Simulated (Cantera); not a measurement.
Input: 1 mol borazine, 4.2 mol H₂, at 1952 °C and 0.100 bar.

Equilibrium computed with Cantera from the NASA thermochemical tables; the gas is ideal and each condensed phase is pure. Candidate condensed phases: B, BN; 15 gas species. The feed counts by its element totals alone. Mutual solubility and eutectic melting of coexisting phases are not modelled. The tables' values for BH₂ are old estimates; treat these amounts as uncertain. Gases not in the tables: B₂H₆ and higher boranes. Rates play no part.

Base state: H₂ 0.954, N₂ 0.0240, H 0.0200, BH₂ 0.00142, B 3.84e-5, BH₃ 1.78e-5, BH 1.29e-5 (mole fractions); condensed: B(s) + BN(s).

Question: What changes in the equilibrium state with this change: temperature from 1952 °C to 1352 °C?

Answer: 
| species | before | after |
|---|---|---|
| H₂ | 0.954 | 1.000 |
| H | 0.0200 | 0.000223 |
| BH₂ | 0.00142 | 1.31e-5 |
| N₂ | 0.0240 | 7.25e-6 |
| B | 3.84e-5 | <1e-9 |
| BH | 1.29e-5 | <1e-9 |
| BH₃ | 1.78e-5 | 1.36e-6 |
| B(s), mol | 0.347 | 0 |
| BN(s), mol | 2.64 | 3.00 |
